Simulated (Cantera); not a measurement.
An adiabatic, constant-volume homogeneous reactor starts with CO : H₂ : CH₄ : O₂ : N₂ = 1 : 0.26 : 0.035 : 0.636 : 2.39 (molar parts), equivalence ratio 1.1, at 1250 K and 4.93 atm. Integrator tolerance rtol = 1e-08.

Computed with Cantera and GRI-Mech 3.0 (53 species, 325 reactions). Above 3000 K some thermodynamic fits are extrapolated.

Question: What does this change do: O2 0.636 to 0.21 parts?

Answer: 
```csv
quantity,before,after
time of steepest temperature rise,21.0 µs,61.3 µs
temperature at 6.00 s,3005 K,2184 K
equilibrium temperature,3005 K,2184 K
x(CO) at 6.00 s,0.103 (gas-phase equilibrium 0.103),0.222 (gas-phase equilibrium 0.222)
x(H₂) at 6.00 s,0.00597 (gas-phase equilibrium 0.00597),0.0388 (gas-phase equilibrium 0.0388)
x(CH₄) at 6.00 s,<1e-12 (gas-phase equilibrium <1e-12),2.84e-10 (gas-phase equilibrium 3.03e-10)
x(NO₂) at 6.00 s,9.68e-6 (gas-phase equilibrium 9.68e-6),3.99e-11 (gas-phase equilibrium 3.99e-11)
x(H₂O₂) at 6.00 s,6.32e-7 (gas-phase equilibrium 6.32e-7),2.07e-10 (gas-phase equilibrium 2.07e-10)
```
